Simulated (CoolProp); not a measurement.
Dimethyl ether at several states: fugacity coefficient from the reference equation and from simpler models built on Tc = 400.4 K, pc = 53.37 bar, ω = 0.196; each cubic takes its own stable root.

Computed with CoolProp (reference Helmholtz-energy equation of state, Wu 2011).

| T (K) | p (bar) | phase | reference |
|---|---|---|---|
| 437 | 0.207 | gas | 0.9989 |
| 387.6 | 28.3 | gas | 0.7959 |
| 469.7 | 6.04 | gas | 0.9757 |
| 161.9 | 34.7 | liquid | 6.655e-5 |
| 517.4 | 0.206 | gas | 0.9994 |
| 149.7 | 0.27 | liquid | 0.001549 |

Q: How far does each simpler model (Soave-Redlich-Kwong, Peng-Robinson) lie from the reference over these 6 states: mean and median of the absolute difference, and the worst?

A: 
- Soave-Redlich-Kwong: mean 0.8 %, median 0.6 %, worst +1.9 % at 149.7 K and 0.27 bar
- Peng-Robinson: mean 7.7 %, median 0.6 %, worst +26.7 % at 149.7 K and 0.27 bar
